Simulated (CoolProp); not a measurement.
Properties of decamethyltetrasiloxane (MD2M) along the isotherm 441 K (Tc = 599.4 K, pc = 1144 kPa, ω = 0.635).

Values from CoolProp's reference Helmholtz-energy equation of state, Thol 2017.

```json
[
 {"p (kPa)": "1.81", "phase": "gas", "cp (kJ/(kg K))": "1.739", "speed of sound (m/s)": "109.3"},
 {"p (kPa)": "2.66", "phase": "gas", "cp (kJ/(kg K))": "1.739", "speed of sound (m/s)": "109.3"},
 {"p (kPa)": "3.9", "phase": "gas", "cp (kJ/(kg K))": "1.739", "speed of sound (m/s)": "109.1"},
 {"p (kPa)": "5.72", "phase": "gas", "cp (kJ/(kg K))": "1.740", "speed of sound (m/s)": "109.0"},
 {"p (kPa)": "8.4", "phase": "gas", "cp (kJ/(kg K))": "1.740", "speed of sound (m/s)": "108.7"},
 {"p (kPa)": "12.3", "phase": "gas", "cp (kJ/(kg K))": "1.741", "speed of sound (m/s)": "108.4"},
 {"p (kPa)": "18.1", "phase": "gas", "cp (kJ/(kg K))": "1.742", "speed of sound (m/s)": "107.9"},
 {"p (kPa)": "26.6", "phase": "gas", "cp (kJ/(kg K))": "1.744", "speed of sound (m/s)": "107.1"},
 {"p (kPa)": "39", "phase": "gas", "cp (kJ/(kg K))": "1.746", "speed of sound (m/s)": "105.9"},
 {"p (kPa)": "57.2", "phase": "liquid", "cp (kJ/(kg K))": "2.055", "speed of sound (m/s)": "505.7"},
 {"p (kPa)": "84", "phase": "liquid", "cp (kJ/(kg K))": "2.055", "speed of sound (m/s)": "506.2"},
 {"p (kPa)": "123", "phase": "liquid", "cp (kJ/(kg K))": "2.055", "speed of sound (m/s)": "506.9"},
 {"p (kPa)": "181", "phase": "liquid", "cp (kJ/(kg K))": "2.054", "speed of sound (m/s)": "507.9"},
 {"p (kPa)": "266", "phase": "liquid", "cp (kJ/(kg K))": "2.054", "speed of sound (m/s)": "509.5"},
 {"p (kPa)": "390", "phase": "liquid", "cp (kJ/(kg K))": "2.053", "speed of sound (m/s)": "511.7"},
 {"p (kPa)": "572", "phase": "liquid", "cp (kJ/(kg K))": "2.052", "speed of sound (m/s)": "514.8"}
]
```
